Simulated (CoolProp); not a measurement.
Saturation properties of nitrogen.

Computed with CoolProp (reference Helmholtz-energy equation of state, Span 2000).

```csv
T (K),p (MPa),enthalpy of vaporisation (kJ/kg),liquid cp (kJ/(kg K)),vapour Z,surface tension (mN/m)
88.1,[?],183.6,2.120,0.9064,6.52
90,0.3605,180.5,2.141,0.8949,6.11
91.9,0.4227,177.2,2.165,0.8826,5.72
93.8,0.4924,173.7,2.193,0.8695,5.32
95.8,0.5744,169.8,2.227,0.8547,4.92
97.7,0.6611,[?],2.264,0.8398,4.54
99.6,0.7569,161.9,2.308,0.8239,4.16
101.6,0.8681,157.3,2.362,0.8061,3.78
103.5,0.9841,152.7,2.423,0.7882,3.42
105.4,1.111,147.8,2.495,0.7691,3.06
107.4,1.257,142.2,2.588,0.7476,[?]
109.3,1.407,136.5,2.697,0.7258,2.37
111.2,1.570,130.4,2.833,[?],2.04
113.2,1.756,123.3,3.018,0.6760,1.71
115.1,1.947,115.9,3.255,0.6486,1.40
```

Question: Fill in the missing entries.

Answer: 
- 88.1, p (MPa): 0.3052
- 97.7, enthalpy of vaporisation (kJ/kg): 166.0
- 107.4, surface tension (mN/m): 2.70
- 111.2, vapour Z: 0.7025

It boils at 77.4 K under 1 atm.

Surface tension comes from a separate correlation (Mulero 2012).
